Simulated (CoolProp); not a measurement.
Saturation properties of p-xylene (Tc = 343.0 °C, pc = 35.32 bar, ω = 0.324).

Values from CoolProp's reference Helmholtz-energy equation of state, Zhou 2012.

| T (°C) | p (bar) | liquid density (kg/m³) | vapour density (kg/m³) | liquid cp (kJ/(kg K)) | surface tension (mN/m) |
|---|---|---|---|---|---|
| 96.75 | (withheld) | 792.8 | 1.012 | 1.962 | 20.4 |
| 100.05 | 0.3214 | 789.7 | 1.124 | 1.974 | (withheld) |
| 103.35 | (withheld) | 786.7 | 1.245 | 1.985 | 19.7 |
| 106.65 | 0.3996 | 783.6 | 1.377 | 1.997 | 19.4 |
| 109.95 | 0.4440 | 780.5 | 1.520 | 2.009 | 19.1 |
| 113.25 | (withheld) | 777.3 | 1.675 | 2.021 | 18.8 |
| 116.55 | 0.5448 | (withheld) | 1.842 | 2.033 | 18.4 |
| 119.85 | 0.6017 | 771.1 | 2.021 | 2.045 | 18.1 |
| 123.15 | (withheld) | 767.9 | 2.215 | 2.057 | 17.8 |
| 126.45 | 0.7296 | 764.7 | 2.422 | (withheld) | 17.5 |
| 129.75 | 0.8011 | 761.5 | 2.645 | 2.081 | 17.1 |
| 133.05 | 0.8782 | 758.2 | 2.884 | 2.094 | 16.8 |

Task: Complete the blanks.

Result: 
- 96.75, p (bar): 0.2873
- 100.05, surface tension (mN/m): 20.1
- 103.35, p (bar): 0.3588
- 113.25, p (bar): 0.4923
- 116.55, liquid density (kg/m³): 774.2
- 123.15, p (bar): 0.6632
- 126.45, liquid cp (kJ/(kg K)): 2.069

It boils at 138.3 °C under 1 atm.

Surface tension comes from a separate correlation (Mulero 2014).
